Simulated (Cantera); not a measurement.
Si + F2 + N2 (silicon etching in halogen gases)

Charge: 1 mol Si, 9.1 mol F2, 1.5 mol N2, at 100 Torr.

Method: chemical equilibrium by Gibbs-energy minimisation in Cantera with the NASA 1993 tables (ideal gas, pure condensed phases). Candidate condensed phases: Si, Si3N4; 16 gas species. Equilibrium is a limit: real reactors are often held back by kinetics, nucleation or transport.

```
T (°C)      x F    x F2     x NF3  x SiF4      x N2    x NF2
------  -------  ------  --------  ------  --------  -------
402     0.00147   0.394     0.453   0.151  0.000312  1.42e-8
452     0.00407   0.406     0.434   0.149   0.00660  1.03e-7
502      0.0106   0.476     0.335   0.139    0.0402  4.28e-7
552      0.0250   0.572     0.192   0.123    0.0884  1.05e-6
602      0.0518   0.628    0.0876   0.111     0.122  1.81e-6
652      0.0956   0.630    0.0354   0.103     0.137  2.48e-6
702       0.160   0.590    0.0137  0.0973     0.139  2.95e-6
752       0.247   0.521   0.00515  0.0918     0.135  3.16e-6
802       0.353   0.431   0.00187  0.0860     0.128  3.08e-6
852       0.467   0.333  0.000647  0.0799     0.120  2.73e-6
902       0.576   0.238  0.000211  0.0742     0.111  2.21e-6
952       0.667   0.160   6.59e-5  0.0694     0.104  1.66e-6
1002      0.733   0.102   2.01e-5  0.0660    0.0990  1.18e-6
1052      0.777  0.0633   6.17e-6  0.0637    0.0955  8.17e-7
```
x: gas mole fraction; nothing condenses.

From 402 °C to 1052 °C nothing is condensed. The main Si-bearing gas is SiF4 throughout.
